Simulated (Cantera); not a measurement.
Charge: 1 mol SiH2Cl2, 1.7 mol HCl, 12 mol N2, held at 1 atm.

These are equilibrium values from Cantera (NASA tables, ideal gas, pure condensed phases), not measurements of a reactor. Candidate condensed phases: NH4Cl, Si, Si3N4; 28 gas species. N2 is the only nitrogen source here; it is nearly inert below about 1500 K, so the nitride shown seldom forms there in practice. Equilibrium is a limit: real reactors are often held back by kinetics, nucleation or transport.

Question: What share of the Si ends up in condensed phases as a function of T (K), at 900, 950, 1000, 1050, 1100, 1150, 1200, 1250, 1300, 1350, 1400, 1450, 1500, 1550?

Answer: 
```csv
T (K),Si condensed (%),as
900,53.0,Si3N4(s)
950,54.6,Si3N4(s)
1000,56.0,Si3N4(s)
1050,57.2,Si3N4(s)
1100,58.3,Si3N4(s)
1150,59.2,Si3N4(s)
1200,60.1,Si3N4(s)
1250,60.8,Si3N4(s)
1300,61.3,Si3N4(s)
1350,61.6,Si3N4(s)
1400,61.6,Si3N4(s)
1450,61.1,Si3N4(s)
1500,59.8,Si3N4(s)
1550,57.4,Si3N4(s)
```
